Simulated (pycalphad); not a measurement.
An equivalent pycalphad script:

```python
from pycalphad import Database, equilibrium, calculate, variables as v
import numpy as np
db = Database('COST507.tdb')
comps = ['AL', 'SI', 'VA']
phases = ['DIAMOND_A4', 'FCC_A1', 'LIQUID']
eq = equilibrium(db, comps, phases, {v.X('SI'): 0.0299, v.T: np.arange(1850, 499, -50), v.P: 101325, v.N: 1}, output=['HM', 'SM'])
```

Source of the numbers: pycalphad with the COST 507 light-alloy database (1999); pressure 1 atm. These are 1990s assessments: newer ones move some temperatures and phases. Amounts are mole fractions of atoms.

Results at three of the temperatures:

```
T = 1650.00 K, P = 101325 Pa, N = 1 mol of atoms
G = -97402 J/mol, H = 52228 J/mol, S = 90.68 J/(mol K)  (SER reference)
chemical potentials (J/mol): Al -96551, Si -124995
phase             fraction      x(Al)      x(Si)
LIQUID              1.0000     0.9701     0.0299
```

```
T = 1550.00 K, P = 101325 Pa, N = 1 mol of atoms
G = -88431 J/mol, H = 49066 J/mol, S = 88.71 J/(mol K)  (SER reference)
chemical potentials (J/mol): Al -87672, Si -113063
phase             fraction      x(Al)      x(Si)
LIQUID              1.0000     0.9701     0.0299
```

```
T = 1200.00 K, P = 101325 Pa, N = 1 mol of atoms
G = -58739 J/mol, H = 38001 J/mol, S = 80.62 J/(mol K)  (SER reference)
chemical potentials (J/mol): Al -58306, Si -72776
phase             fraction      x(Al)      x(Si)
LIQUID              1.0000     0.9701     0.0299
```

Changes of the phase set, refined by bisection:

```json
[
 {"T (K)": "914.8", "phases above": "liquid", "phases below": "fcc + liquid"},
 {"T (K)": "850.1", "phases above": "fcc + liquid", "phases below": "diamond (Si) + fcc"}
]
```
